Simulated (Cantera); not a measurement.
A perfectly stirred reactor is fed with 2.77 % C₂H₆, 19.8 % O₂, 74.6 % N₂, 2.77 % H₂O, equivalence ratio 0.49, at 683 Torr; it is adiabatic with a 700 K inlet, and is followed from long to short residence time, starting on the burning branch (τ in s: 0.02, 0.011, 0.0054, 0.0028, 0.0014, 0.00075, 0.00039, 0.0002, 0.0001, 5.3e-05, 2.7e-05, 1.4e-05).

Model: GRI-Mech 3.0 (53 species, 325 reactions), integrated in Cantera.

Problem. Predict: blow-out, bracketed by the residence times tried; x(C₂H₆) at τ = 20.0 ms; x(O₂) at τ = 20.0 ms; x(H₂O) at τ = 20.0 ms; x(H₂O₂) at τ = 20.0 ms; x(NO₂) at τ = 20.0 ms; x(C₂H₆) at τ = 0.390 ms; x(O₂) at τ = 0.390 ms; x(H₂O) at τ = 0.390 ms; x(H₂O₂) at τ = 0.390 ms; x(NO₂) at τ = 0.390 ms.

Solution. 
```json
{
 "blow_out_bracketed_by_the_residence_times_tried": "burning at 0.200 ms, out at 0.100 ms",
 "x(C₂H₆) at τ = 20.0 ms": "3.50e-6",
 "x(O₂) at τ = 20.0 ms": "0.0994",
 "x(H₂O) at τ = 20.0 ms": "0.108",
 "x(H₂O₂) at τ = 20.0 ms": "1.46e-7",
 "x(NO₂) at τ = 20.0 ms": "1.87e-8",
 "x(C₂H₆) at τ = 0.390 ms": "7.14e-5",
 "x(O₂) at τ = 0.390 ms": "0.104",
 "x(H₂O) at τ = 0.390 ms": "0.103",
 "x(H₂O₂) at τ = 0.390 ms": "6.62e-7",
 "x(NO₂) at τ = 0.390 ms": "2.73e-9"
}
```
